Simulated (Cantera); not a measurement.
## Hydrogen reduction and annealing atmospheres: PbS + H₂ + N₂

A closed system holds: 1 mol PbS, 320 mol H₂, 0.85 mol N₂, held at 1698 K and 3.70 mbar.

Cantera equilibrium calculation (NASA polynomials, part measured and part estimated; ideal gas, pure solids and liquids). Candidate condensed phases: Pb, PbS, S; 18 gas species. Kinetics and transport are ignored.

| Quantity | Result |
|---|---|
| x(H₂) | 0.989 |
| x(Pb) | 0.00289 |
| x(N₂) | 0.00264 |
| x(H) | 0.00236 |
| x(H₂S) | 0.00163 |
| x(SH) | 0.000561 |
| x(S₂) | 0.000303 |
| x(PbS) | 0.000215 |
| x(S) | 8.88e-5 |
| gas amount | 322.4 mol |
| log10 activity of Pb(l) (absent) | -4.09 |
| log10 activity of S(l) (absent) | -4.36 |
